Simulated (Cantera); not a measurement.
# Gas-phase reforming

An isothermal, constant-pressure homogeneous reactor starts with 28.6 % CH₄, 37.1 % H₂O, 34.3 % H₂, at 1675 K and 9.87 atm.

Computed with Cantera and GRI-Mech 3.0 (53 species, 325 reactions).

| t (s) | x CH₄ | x H₂O | x H₂ | x C₂H | x HCO | x CH₂O |
|---|---|---|---|---|---|---|
| 8.00e-5 | 0.283 | 0.371 | 0.344 | 1.02e-11 | 8.88e-10 | 3.34e-6 |
| 0.000360 | 0.275 | 0.369 | 0.351 | 3.08e-10 | 1.13e-9 | 4.08e-6 |
| 0.00162 | 0.242 | 0.360 | 0.380 | 2.78e-9 | 1.06e-9 | 3.45e-6 |
| 0.00727 | 0.167 | 0.337 | 0.448 | 8.77e-9 | 1.19e-9 | 2.22e-6 |
| 0.0327 | 0.121 | 0.308 | 0.501 | 1.13e-8 | 3.33e-9 | 1.48e-6 |
| 0.147 | 0.110 | 0.252 | 0.548 | 7.11e-9 | 1.09e-8 | 1.04e-6 |
| 0.660 | 0.0810 | 0.167 | 0.630 | 2.39e-9 | 2.53e-8 | 6.29e-7 |
| 2.97 | 0.0394 | 0.0975 | 0.708 | 3.81e-10 | 3.92e-8 | 5.26e-7 |
| 13.3 | 0.00935 | 0.0610 | 0.754 | 1.73e-11 | 4.73e-8 | 5.59e-7 |
| 60.0 | 0.000266 | 0.0512 | 0.767 | <1e-12 | 4.96e-8 | 5.78e-7 |
x: mole fraction; the columns are a selection and need not sum to one.

Equilibrium at this temperature and pressure: CH₄ 0.000103, H₂O 0.0511, H₂ 0.767, C₂H <1e-12, HCO 4.96e-8, CH₂O 5.78e-7 (gas phase only).
